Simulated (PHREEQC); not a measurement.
**Buffer: speciation**

Consider water at 60 °C with 0.0049 mol NaH2PO4, 0.0012 mol Na2HPO4 and 0.00042 mol NaCl per kg of water. Closed to the air; pH follows from the charge balance.

Computed with PHREEQC (ion-association model, phreeqc.dat).

Each row changes one thing in this solution. No solid was allowed to form.

```
case                                                 pH  ionic strength (mol/kgw)  H2PO4- (mol/kgw)  HPO4-2 (mol/kgw)  NaHPO4- (mol/kgw)  PO4-3 (mol/kgw)  SI of Halite (NaCl)
------------------------------------------------  -----  ------------------------  ----------------  ----------------  -----------------  ---------------  -------------------
as made                                            6.38                   0.00890           0.00490           0.00119            1.18e-5          4.13e-9                -7.18
temperature from 60 to 15 °C                       6.49                   0.00890           0.00490           0.00119            1.22e-5          2.23e-9                -7.14
Na2HPO4 from 0.0012 to 0.006 mol/kgw               7.01                    0.0231           0.00490           0.00589           0.000107          1.16e-7                -6.87
NaCl from 0.00042 to 0.00021 mol/kgw               6.38                   0.00869           0.00490           0.00119            1.16e-5          4.12e-9                -7.49
NaH2PO4 left out                                   8.54                   0.00398           3.65e-5           0.00116            4.77e-6          4.90e-7                -7.59
temperature from 60 to 85 °C                       6.33                   0.00890           0.00490           0.00119            1.16e-5          5.48e-9                -7.20
Na2HPO4 from 0.0012 to 0.0018 mol/kgw              6.55                    0.0107           0.00490           0.00178            1.98e-5          9.47e-9                -7.12
NaH2PO4 replaced by Na2SiO3 at the same molality  10.65                    0.0141           2.29e-7           0.00110            1.64e-5          8.05e-5                -6.98
```

Constants without temperature data keep their 25 °C values here.
